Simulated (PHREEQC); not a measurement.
0.014 g of hydrous ferric oxide (600 m²/g; 0.2 weak and 0.005 strong sites per Fe, Dzombak-Morel constants, diffuse double layer) in 1 kg of water with 0.001 mol/kgw of an inert sodium salt and 0.0019 mmol/kgw Na2SeO3, at 25 °C; the pH is set by adding NaOH or the inert anion's acid. No oxygen is let in. No CO2 enters from the air. Precipitation was switched off in this run.

The series has 13 steps of pH, from 3 to 9.

The numbers come from PHREEQC with the ion-association model, wateq4f.dat.

Near which pH is half of the Se sorbed, and on which side is more sorbed?

Near pH 8.0, with more sorbed at lower pH.

The database's selenite sorption wasn't checked against measurements; a fall in acid may be a fault of its surface constants. The oxide is taken as insoluble; below pH 4 it would dissolve.
